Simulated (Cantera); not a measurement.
A Cantera script and what it prints.

```python
import numpy as np
import cantera as ct

gas_names = [...]  # 76 gases of nasa_gas.yaml made of C, H
cond_names = """
    C(gr) C6H6(L) C7H8(L) C8H18(L),n-octa
""".split()


# ... load() reads the species with a 1 bar reference pressure and builds the phases ...
atoms = {
    'C3H6': {'C': 3, 'H': 6},
    'H2': {'H': 2},
}
top_T = {'C(gr)': 4500}  # K; cautious upper limits of use, not melting points


# ... equilibrate(T, P, feed) seeds the gas with the atoms and calls Mixture.equilibrate('TP', solver="vcs", rtol=1e-11, max_steps=5000) ...
results = []
feed = {'C3H6': 1, 'H2': 4.9}  # mol
P = 7800000  # Pa
for T in [575, 675, 775, 875, 975, 1075, 1175, 1275, 1375, 1475]:
    mix = equilibrate(T, P, feed)
    results.append((T, P, feed, dict(zip(mix.species_names, mix.species_moles))))

top = {s: max(r[3][s] / sum(r[3][g] for g in gas_names) for r in results) for s in gas_names}
cols = sorted((s for s in top if top[s] > 1e-05), key=lambda s: -top[s])[:5]
seen = [c for c in cond_names if any(r[3].get(c, 0) > 1e-12 for r in results)]
print("log10 of partial pressures in bar; condensed amounts in mol")
print(f"{'T/K':>10s}" + "".join(f"{s[:9]:>10s}" for s in cols + seen))
for T, P, feed, n in results:
    ng = sum(n[g] for g in gas_names)
    print(f"{T:10.4g}" + "".join(f"{np.log10(max(n[s] / ng * P / 1e5, 1e-99)):10.3f}" for s in cols)
          + "".join(f"{n.get(c, 0):10.4g}" for c in seen))
```

Output:

```
log10 of partial pressures in bar; condensed amounts in mol
       T/K        H2       CH4      C2H6      C2H4     C(gr)
       575     1.481     1.679    -4.616   -12.016         0
       675     1.481     1.679    -3.679    -9.180         0
       775     1.481     1.679    -2.972    -7.054         0
       875     1.481     1.679    -2.419    -5.402         0
       975     1.481     1.679    -1.974    -4.082         0
      1075     1.504     1.663    -1.665    -3.081   0.06634
      1175     1.632     1.546    -1.722    -2.673    0.5442
      1275     1.720     1.407    -1.830    -2.370     1.051
      1375     1.778     1.254    -1.974    -2.145      1.52
      1475     1.816     1.096    -2.137    -1.978     1.908
```

Method: chemical equilibrium by Gibbs-energy minimisation in Cantera with the NASA 1993 tables (ideal gas, pure condensed phases). The ideal-gas law is rough above about 30 bar.
